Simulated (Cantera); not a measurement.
**Iron carbonyl, mercury and lead vapours: HgO + H2**

Input: 1 mol HgO, 54 mol H2, equilibrated at 1525 K and 1 atm.

Method: chemical equilibrium by Gibbs-energy minimisation in Cantera with the NASA 1993 tables (ideal gas, pure condensed phases). Candidate condensed phases: H2O, Hg, HgO; 10 gas species. Equilibrium is a limit: real reactors are often held back by kinetics, nucleation or transport.

```json
{
 "x(H2)": "0.964",
 "x(H2O)": "0.0182",
 "x(Hg)": "0.0182",
 "x(H)": "2.31e-5",
 "gas_amount": "55.00 mol",
 "log10 activity of Hg(l) (absent)": "-4.51"
}
```
